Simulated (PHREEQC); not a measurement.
## Ultrapure water in contact with air or piping

Synthetic water in mg/kgw, 2.7 °C, pH 6.25, pe 13: Na 0.0156; K 0.000419; Ca 0.0272; Mg 0.00423; Cl 0.0245; S(6) as SO4 0.0435; Alkalinity as HCO3 0.0467; Sr 0.00132; O(0) (dissolved oxygen) 0.000262; Br 0.00103; Pb 0.000483; Cd 0.0001; B 7.53e-05.

Valence states are taken as typed.

Computed with PHREEQC (ion-association model, phreeqc.dat).

Each row changes one thing in this solution. Precipitation was switched off in this run.

```csv
case,ionic strength (mol/kgw),CO2 (mol/kgw),HCO3- (mol/kgw),PbOH+ (mol/kgw),CO3-2 (mol/kgw),CaSO4 (mol/kgw),SI of Pb(OH)2 (Pb(OH)2),SI of Cerussite (PbCO3)
as made,4.29e-6,2.60e-6,1.33e-6,7.74e-11,6.14e-11,4.48e-11,-5.13,-5.45
temperature from 2.7 to 35 °C at the same typed pH,4.29e-6,?,1.29e-6,7.73e-11,1.29e-10,5.76e-11,?,-5.53
Na from 0.0156 to 0.0312 mg/kgw,4.63e-6,2.60e-6,1.33e-6,7.74e-11,6.14e-11,?,-5.13,-5.45
pH from 6.25 to 5.75 at the same alkalinity,5.51e-6,1.58e-5,2.55e-6,2.50e-11,3.73e-11,?,?,-5.66
pH from 6.25 to 6.55 at the same alkalinity,4.01e-6,1.02e-6,1.04e-6,1.50e-10,9.62e-11,4.48e-11,-4.55,-5.27
```

### Question
What belongs in the gaps?

### Answer

- temperature from 2.7 to 35 °C at the same typed pH, CO2 (mol/kgw): 1.48e-6
- temperature from 2.7 to 35 °C at the same typed pH, SI of Pb(OH)2 (Pb(OH)2): -3.97
- Na from 0.0156 to 0.0312 mg/kgw, CaSO4 (mol/kgw): 4.47e-11
- pH from 6.25 to 5.75 at the same alkalinity, CaSO4 (mol/kgw): 4.46e-11
- pH from 6.25 to 5.75 at the same alkalinity, SI of Pb(OH)2 (Pb(OH)2): -6.12

At this temperature some constants are extrapolated from 25 °C, and those without enthalpy data are left unchanged.
